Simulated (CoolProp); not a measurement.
Saturated liquid density (kg/m³) of R123: the reference equation beside estimates from Tc = 456.8 K, pc = 3.662 MPa, ω = 0.282. Rackett uses Z = 0.29056 − 0.08775 ω.

Model: reference Helmholtz-energy equation of state, Younglove 1994, in CoolProp. It is a modified Benedict-Webb-Rubin equation, recast in Helmholtz form.

| T (K) | reference | Rackett | van der Waals | Redlich-Kwong | Soave-Redlich-Kwong | Peng-Robinson |
|---|---|---|---|---|---|---|
| 295.7 | 1470 | 1483 | 878.4 | 1285 | 1336 | 1510 |
| 298.6 | 1463 | 1476 | 874.1 | 1278 | 1329 | 1503 |
| 301.5 | 1455 | 1468 | 869.8 | 1270 | 1322 | 1495 |
| 304.4 | 1448 | 1461 | 865.5 | 1262 | 1315 | 1487 |
| 307.3 | 1440 | 1453 | 861.1 | 1255 | 1308 | 1479 |
| 310.3 | 1432 | 1445 | 856.5 | 1246 | 1300 | 1471 |
| 313.2 | 1425 | 1437 | 852.0 | 1239 | 1293 | 1463 |
| 316.1 | 1417 | 1429 | 847.4 | 1230 | 1285 | 1455 |
| 319 | 1409 | 1421 | 842.8 | 1222 | 1278 | 1446 |
| 322 | 1401 | 1413 | 838.0 | 1214 | 1269 | 1437 |
| 324.9 | 1393 | 1405 | 833.2 | 1205 | 1261 | 1429 |
| 327.8 | 1385 | 1396 | 828.4 | 1197 | 1253 | 1420 |
| 330.7 | 1377 | 1388 | 823.6 | 1188 | 1245 | 1411 |
| 333.7 | 1368 | 1379 | 818.5 | 1179 | 1236 | 1401 |

Absolute difference from the reference over all 14 rows, mean and median: Rackett 0.9 and 0.9 %, van der Waals 40.2 and 40.2 %, Redlich-Kwong 13.2 and 13.1 %, Soave-Redlich-Kwong 9.3 and 9.3 %, Peng-Robinson 2.6 and 2.7 %.
